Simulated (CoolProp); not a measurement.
A Linde-Hampson liquefier for methane: isothermal reversible compression at 200 K from 1 atm to 40 MPa, throttling to 1 atm, return gas leaving the recuperator 2 K below the feed. Each further row changes one setting.

Values from CoolProp's reference Helmholtz-energy equation of state, Setzmann 1991.

```csv
case,liquid yield per pass,compression work (kJ/kg of gas)
as stated,___,487
high pressure 80 MPa,___,593
warm-end temperature 230 K,___,___
warm-end gap 7 K,0.486,487
```

**Question.** Complete the blanks.

**Answer.** 
- as stated, liquid yield per pass: 0.494
- high pressure 80 MPa, liquid yield per pass: 0.418
- warm-end temperature 230 K, liquid yield per pass: 0.404
- warm-end temperature 230 K, compression work (kJ/kg of gas): 609
